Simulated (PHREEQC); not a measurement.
Solution (25 °C): 0.058 mol/kgw NiSO4, 0.00079 mol/kgw Ag2SO4, 0.0011 mol/kgw HCl and 0.00019 mol/kgw Na2SO4. Closed to the air; pH follows from the charge balance.

The numbers come from PHREEQC with the ion-association model, wateq4f.dat.

Precipitation was switched off in this run.

Q: Order these Ag species by the share of Ag that they hold, largest first: AgSO4-, Ag+, AgCl, AgCl2-.

A: Ag+ (55 %), AgCl (31 %), AgSO4- (12 %), AgCl2- (1.7 %)

The pH is 3.39 and the ionic strength 0.136 mol/kgw. Saturation is exceeded, for instance for Cerargyrite; the values hold only as long as no solid forms.
